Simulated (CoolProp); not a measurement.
Vapour-liquid equilibrium of R114 (1) + R113 (2) at 352.6 K; x and y are mole fractions of (1).

Model: multi-fluid Helmholtz-energy mixture model, Platzer 1990 and Marx 1992; pair parameters Bell 2016, in CoolProp. This equation is an older, rougher fit; its heat capacities, sound speeds and derivatives of the liquid may be far off and weren't checked against measurements.

```tsv
x	bubble pressure (MPa)	y at the bubble point	dew pressure at overall composition x (MPa)	liquid density (mol/L)
0.05	0.2912	0.139	0.2712	7.611
0.15	0.3527	0.351	0.2938	7.610
0.25	0.4156	0.503	0.3206	7.606
0.35	0.4795	0.618	0.3525	7.597
0.45	0.5441	0.708	0.3914	7.584
0.55	0.6094	…	0.4397	7.566
0.65	0.6756	…	0.5010	7.542
0.75	0.7428	0.893	0.5807	7.511
0.85	0.8116	…	…	…
0.95	0.8827	0.980	0.8304	7.423
```

Q: What belongs in the gaps?

A: 
- 0.55, y at the bubble point: 0.780
- 0.65, y at the bubble point: 0.841
- 0.85, y at the bubble point: 0.938
- 0.85, dew pressure at overall composition x (MPa): 0.6869
- 0.85, liquid density (mol/L): 7.472

No azeotrope shows between x = 0.05 and 0.95.

The pair parameters rest on a limited set of measurements; away from them the model extrapolates.
